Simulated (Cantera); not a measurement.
A closed system holds: 1 mol SiH2Cl2, 1.5 mol N2, 1.8 mol NH3, at 1.33 mbar.

Equilibrium computed with Cantera from the NASA thermochemical tables; the gas is ideal and each condensed phase is pure. Candidate condensed phases: NH4Cl, Si, Si3N4; 28 gas species. The tables' values for SiCl, SiN, SiCl3 are old estimates; treat these amounts as uncertain. Gases not in the tables: Si2H6 and higher silanes. Rates play no part. All values below are at 1827 °C.

Base state: H2 0.380, N2 0.304, HCl 0.124, Si 0.0617, SiCl2 0.0538, H 0.0526, Cl 0.0127, SiCl 0.00855 (mole fractions); condensed: gas only.

Task: What changes in the equilibrium state with this change: NH3 from 1.8 to 3.6 mol?

Result: 
| species | before | after |
|---|---|---|
| H2 | 0.380 | 0.463 |
| N2 | 0.304 | 0.281 |
| HCl | 0.124 | 0.104 |
| SiCl2 | 0.0538 | 0.0257 |
| Cl | 0.0127 | 0.00956 |
| Si | 0.0617 | 0.0519 |
| H | 0.0526 | 0.0581 |
| SiCl3 | 6.53e-5 | 2.35e-5 |
| Si3 | 6.26e-5 | 3.72e-5 |
| SiCl | 0.00855 | 0.00542 |
